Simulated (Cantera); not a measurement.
A Cantera script and its output.

```python
import numpy as np
import cantera as ct

gas = ct.Solution("gri30.yaml")


def delay(T, t_max=10):
    gas.TPX = T, 39000, {'C3H8': 1, 'O2': 6.58, 'N2': 24.7}
    reactor = ct.IdealGasReactor(gas, clone=False)
    net = ct.ReactorNet([reactor])
    net.rtol, net.atol = 1e-8, 1e-16
    while net.time < t_max:
        t_old, T_old = net.time, reactor.T
        net.step()
        if reactor.T > T + 400:  # ignition: a rise of 400 K
            return t_old + (T + 400 - T_old) / (reactor.T - T_old) * (net.time - t_old)
    return np.nan


taus = []
for T in [1075, 1125, 1175, 1225, 1275, 1325, 1375, 1425, 1475, 1525]:
    taus.append(delay(T))
    print(f"T0 = {T:6g} K   tau = {taus[-1]:.4e} s")
```

Output:

```
T0 =   1075 K   tau = 1.5281e-01 s
T0 =   1125 K   tau = 4.5266e-02 s
T0 =   1175 K   tau = 1.4608e-02 s
T0 =   1225 K   tau = 5.2356e-03 s
T0 =   1275 K   tau = 2.1018e-03 s
T0 =   1325 K   tau = 9.4554e-04 s
T0 =   1375 K   tau = 4.7425e-04 s
T0 =   1425 K   tau = 2.6287e-04 s
T0 =   1475 K   tau = 1.5916e-04 s
T0 =   1525 K   tau = 1.0391e-04 s
```

Detailed kinetics in Cantera: GRI-Mech 3.0 (53 species, 325 reactions). GRI-Mech 3.0 was tuned for natural gas; its chemistry of propane as a main component is partial and can be far from experiment.
